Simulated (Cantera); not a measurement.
Mixture: CH4 : O2 : N2 : H2 = 1 : 1.54 : 5.78 : 0.13 (molar parts), at 0.400 bar, adiabatic and at constant volume. Ignition delay is the time to a rise of 400 K.

Cantera simulation using GRI-Mech 3.0 (53 species, 325 reactions); the numbers are that mechanism's predictions, not measurements.

Task: Predict: delay at 1023 K; delay at 1123 K; delay at 1223 K; delay at 1323 K; delay at 1423 K; apparent activation energy between 1323 and 1423 K.

Result: 
```json
{
 "delay at 1023 K": "0.260 s",
 "delay at 1123 K": "75.1 ms",
 "delay at 1223 K": "22.2 ms",
 "delay at 1323 K": "7.19 ms",
 "delay at 1423 K": "2.66 ms",
 "apparent activation energy between 1323 and 1423 K": "160 kJ/mol"
}
```
